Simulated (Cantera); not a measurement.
Ignition delay

Mixture: CH₃OH : O₂ : N₂ = 1 : 0.882 : 2.56 (molar parts), equivalence ratio 1.7, at 19500 Torr, adiabatic and at constant pressure. Ignition delay is the time to a rise of 400 K.

Detailed kinetics in Cantera: GRI-Mech 3.0 (53 species, 325 reactions). GRI-Mech 3.0 was tuned for natural gas; its chemistry of methanol as a main component is partial and can be far from experiment. The pressure lies above the range GRI-Mech 3.0 was tuned for (to about 10 atm).

```csv
T0 (K),delay (ms)
1075,7.01
1150,1.58
1225,0.430
1300,0.137
1375,0.0499
1450,0.0205
1525,0.00941
1600,0.00474
```

```
Quantity                                                 Value
--------------------------------------------------  ----------
apparent activation energy between 1450 and 1600 K  190 kJ/mol
```
